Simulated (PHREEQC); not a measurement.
NaOH is added in steps, without added water, to 1 kg of water holding 0.00014 mol/kgw PbCl2, 0.00077 mol/kgw K3PO4 and 9.5e-05 mol/kgw Ca(NO3)2, at 20 °C. Oxygen is held at 0.21 atm. The system is closed to CO2. Only these solids could form: Portlandite, Hydroxyapatite, Litharge, Cotunnite, Laurionite, Clpyromorphite, Hxypyromorphite, Halite.

Base run: PHREEQC, ion-association model, wateq4f.dat. Each further column changes one thing. The table gives pH.

```tsv
NaOH added (mol)	base	PbCl2 from 0.00014 to 2.8e-05 mol/kgw	K3PO4 from 0.00077 to 0.00115 mol/kgw	K3PO4 from 0.00077 to 0.000154 mol/kgw
0	10.91	10.95	11.10	8.92
5.4e-05	10.94	10.98	11.12	9.86
9.9e-05	10.97	11.01	11.14	___
0.000153	11.00	11.04	11.16	___
0.000207	11.03	11.07	11.18	10.46
0.000261	11.06	11.09	11.20	___
0.000306	11.08	11.11	11.22	10.63
0.00036	11.11	11.14	11.23	___
```

Fill in the missing entries.


- 9.9e-05, K3PO4 from 0.00077 to 0.000154 mol/kgw: 10.13
- 0.000153, K3PO4 from 0.00077 to 0.000154 mol/kgw: 10.33
- 0.000261, K3PO4 from 0.00077 to 0.000154 mol/kgw: 10.56
- 0.00036, K3PO4 from 0.00077 to 0.000154 mol/kgw: 10.70

H3PO4, which wateq4f.dat lacks, is added to it with the constant of phreeqc.dat. The database has no phosphate complexes of Pb.
